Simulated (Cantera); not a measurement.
What does this Cantera script print?

```python
import numpy as np
import cantera as ct

gas_names = """
    B BH BH2 BH3 BN BO BO2 B2 B2O B2O2 B2O3 B3O3H3 H HBO HBO2 HNO HNO2 HNO3 HO2 H2 H2O H2O2 H3B3O6 N NH
    NH2 NH3 NH2OH NO NO2 NO3 N2 N2H2 N2H4 N2O O OH O2 O3
""".split()
cond_names = """
    B(b) B(L) BN(s) B2O3(L) B3O3H3(cr) H2O(s) H2O(L)
""".split()


def load(file, names, dense=False):
    # The tables refer to 1 bar. Condensed volumes are neglected.
    table = {s.name: s for s in ct.Species.list_from_file(file)}
    out = []
    for n in names:
        d = dict(table[n].input_data)
        d["thermo"] = dict(d["thermo"], **{"reference-pressure": 1e5})
        if dense:
            d["equation-of-state"] = {"model": "constant-volume", "density": "1e6 g/cm^3"}
        out.append(ct.Species.from_dict(d))
    return out


gas = ct.Solution(thermo="ideal-gas", species=load("nasa_gas.yaml", gas_names))
cond = {s.name: ct.Solution(thermo="fixed-stoichiometry", species=[s], name=s.name)
        for s in load("nasa_condensed.yaml", cond_names, dense=True)}
atoms = {
    'BN': {'B': 1, 'N': 1},
    'H2O': {'H': 2, 'O': 1},
}
top_T = {'BN(s)': 3200}  # K; cautious upper limits of use, not melting points


def equilibrate(T, P, feed):
    n = {}
    for name, mol in feed.items():
        for a, k in atoms[name].items():
            n[a] = n.get(a, 0.0) + k * mol
    gas.TPX = T, P, n
    mass = sum(n.values()) * gas.mean_molecular_weight
    gas.equilibrate("TP")
    valid = [c for c in cond.values() if c.min_temp <= T <= top_T.get(c.name, c.max_temp)]
    mix = ct.Mixture([(gas, mass / gas.mean_molecular_weight)] + [(c, 0.0) for c in valid])
    mix.T, mix.P = T, P
    mix.equilibrate("TP", solver="vcs", rtol=1e-11, max_steps=5000)
    return mix


results = []
feed = {'BN': 1, 'H2O': 28}  # mol
T = 2123  # K
P = 3.9  # Pa
mix = equilibrate(T, P, feed)
results.append((T, P, feed, dict(zip(mix.species_names, mix.species_moles))))
print(gas.report(threshold=0.0001))
for i in range(1, mix.n_phases):
    print(f"{mix.phase(i).name:16s} {mix.phase_moles(i):12.5e} mol")
```

Result:

```
       temperature   2123 K
          pressure   3.9 Pa
           density   2.88e-06 kg/m^3
  mean mol. weight   13.035 kg/kmol
   phase of matter   gas

                          1 kg             1 kmol
                     ---------------   ---------------
          enthalpy        2.2464e+06        2.9281e+07  J
   internal energy         8.922e+05         1.163e+07  J
           entropy             24899        3.2456e+05  J/K
    Gibbs function       -5.0615e+07       -6.5976e+08  J
 heat capacity c_p            2946.8             38412  J/K
 heat capacity c_v              2309             30097  J/K

                      mass frac. Y      mole frac. X     chem. pot. / RT
                     ---------------   ---------------   ---------------
                BO         0.0025898         0.0012592           -45.502
               BO2          0.013368         0.0040704           -66.417
              B2O3         0.0006485        0.00012142           -111.92
                 H          0.017742           0.22943            -15.83
              HBO2          0.063832           0.01899           -82.247
                H2          0.024668            0.1595            -31.66
               H2O           0.51515           0.37274           -52.575
                NO         0.0016891        0.00073375           -41.776
                N2          0.025678          0.011948           -41.723
                 O           0.08301          0.067631           -20.915
                OH          0.086504          0.066301           -36.745
                O2           0.16498          0.067208            -41.83
     [  +27 minor]        0.00014513        6.7933e-05

B(b)              0.00000e+00 mol
BN(s)             0.00000e+00 mol
B2O3(L)           0.00000e+00 mol
```

These are equilibrium values from Cantera (NASA tables, ideal gas, pure condensed phases), not measurements of a reactor.
